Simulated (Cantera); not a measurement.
An adiabatic, constant-pressure homogeneous reactor starts with CH₄ : H₂ : O₂ : N₂ = 0.79 : 0.2 : 0.913 : 3.43 (molar parts), equivalence ratio 1.8, at 975 K and 500000 Pa.

Computed with Cantera and GRI-Mech 3.0 (53 species, 325 reactions). Below about 1000 K GRI-Mech 3.0 lacks low-temperature oxidation paths.

Q: Predict: time of steepest temperature rise; temperature at 0.700 s; equilibrium temperature; x(H₂) at 0.700 s; x(O₂) at 0.700 s; x(OH) at 0.700 s.

A: 
| Property | Value |
|---|---|
| time of steepest temperature rise | 27.7 ms |
| temperature at 0.700 s | 2222 K |
| equilibrium temperature | 2222 K |
| x(H₂) at 0.700 s | 0.145 (gas-phase equilibrium 0.145) |
| x(O₂) at 0.700 s | 3.77e-7 (gas-phase equilibrium 3.77e-7) |
| x(OH) at 0.700 s | 0.000164 (gas-phase equilibrium 0.000164) |
